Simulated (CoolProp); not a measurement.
Saturated liquid density (kg/m³) of R236FA: the reference equation beside estimates from Tc = 398.1 K, pc = 3.191 MPa, ω = 0.377.

Values from CoolProp's reference Helmholtz-energy equation of state, Pan 2012.

```csv
T (K),reference,van der Waals,Peng-Robinson
230.4,?,916.4,1592
239.2,1543,903.0,1571
248,1518,889.1,?
256.8,1491,874.7,1524
265.6,1465,859.8,1498
274.5,?,?,?
283.3,?,828.0,1441
292.1,1380,?,1410
300.9,1350,793.5,1376
309.7,1319,774.9,?
```

Problem. Some entries are withheld; supply them.

Solution. 
- 230.4, reference: 1568
- 248, Peng-Robinson: 1548
- 274.5, reference: 1437
- 274.5, van der Waals: 844.2
- 274.5, Peng-Robinson: 1471
- 283.3, reference: 1409
- 292.1, van der Waals: 811.2
- 309.7, Peng-Robinson: 1339

Absolute difference from the reference over all 10 rows, mean and median: van der Waals 41.3 and 41.3 %, Peng-Robinson 2.0 and 2.1 %.
